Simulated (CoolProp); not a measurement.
A simple Rankine cycle with dimethyl ether: condensing at 302.15 K, boiler at 3.73 MPa, turbine inlet 420.1 K, turbine efficiency 0.65, pump efficiency 0.7, no recuperator. Each further row changes one setting.

The numbers come from the reference Helmholtz-energy equation of state, Wu 2011 in CoolProp.

```csv
case,thermal efficiency (%),net work (kJ/kg),heat in (kJ/kg),turbine exit temperature (K),volume ratio over the turbine
as stated,10.6,(withheld),539,(withheld),5.86
turbine inlet 440.1 K,10.8,63.3,(withheld),376.0,5.70
condensing temperature 294.15 K,(withheld),65.3,558,(withheld),7.32
boiler pressure 2.61 MPa,(withheld),51.0,564,371.3,(withheld)
turbine efficiency 0.55,8.8,47.5,539,358.7,(withheld)
```

Q: Fill in the missing entries.

A: 
- as stated, net work (kJ/kg): 57.3
- as stated, turbine exit temperature (K): 352.9
- turbine inlet 440.1 K, heat in (kJ/kg): 585
- condensing temperature 294.15 K, thermal efficiency (%): 11.7
- condensing temperature 294.15 K, turbine exit temperature (K): 346.2
- boiler pressure 2.61 MPa, thermal efficiency (%): 9.0
- boiler pressure 2.61 MPa, volume ratio over the turbine: 3.93
- turbine efficiency 0.55, volume ratio over the turbine: 5.98
